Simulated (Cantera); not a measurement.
Feed: 1 mol PbO, 8.7 mol CO, 5.1 mol N2, equilibrated at 752 °C and 4.00 mbar.

These are equilibrium values from Cantera (NASA tables, ideal gas, pure condensed phases), not measurements of a reactor. Candidate condensed phases: C, Pb, PbO, PbO2, Pb3O4; 27 gas species. The numbers say what is thermodynamically allowed, not how fast it happens.

**Question.** What is the equilibrium state?

**Answer.** 
```
Item                                        Value
--------------------------------------  ---------
x(CO)                                       0.554
x(N2)                                       0.367
x(CO2)                                     0.0720
x(Pb)                                     0.00695
n(Pb(l))                                0.903 mol
gas amount                              13.90 mol
log10 activity of C(graphite) (absent)      -2.23
log10 activity of PbO2(s) (absent)         -17.74
```
